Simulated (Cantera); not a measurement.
A closed system holds: 1 mol Cu, 5.3 mol CO2, 4.2 mol N2, held at 1698 K and 0.200 bar.

Cantera equilibrium calculation (NASA polynomials, part measured and part estimated; ideal gas, pure solids and liquids). Candidate condensed phases: C, Cu, CuO, Cu2O; 27 gas species. Equilibrium is a limit: real reactors are often held back by kinetics, nucleation or transport.

Base state: CO2 0.554, N2 0.441, CO 0.00246, O2 0.00115, Cu 0.000774, NO 0.000159 (mole fractions); condensed: Cu(l).

**Question.** What changes in the equilibrium state with this change: CO2 from 5.3 to 0.012 mol?

**Answer.** 
```csv
species,before,after
N2,0.441,0.996
CO2,0.554,0.00276
Cu,0.000774,0.000774
CO,0.00246,8.41e-5
O2,0.00115,2.43e-5
NO,0.000159,3.48e-5
"Cu(l), mol",0.993,0.997
```

**Question.** What changes in the equilibrium state with this change: CO2 from 5.3 to 0.13 mol?

**Answer.** 
| species | before | after |
|---|---|---|
| N2 | 0.441 | 0.969 |
| CO2 | 0.554 | 0.0296 |
| Cu | 0.000774 | 0.000774 |
| CO | 0.00246 | 0.000371 |
| O2 | 0.00115 | 0.000143 |
| NO | 0.000159 | 8.33e-5 |
| Cu(l), mol | 0.993 | 0.997 |
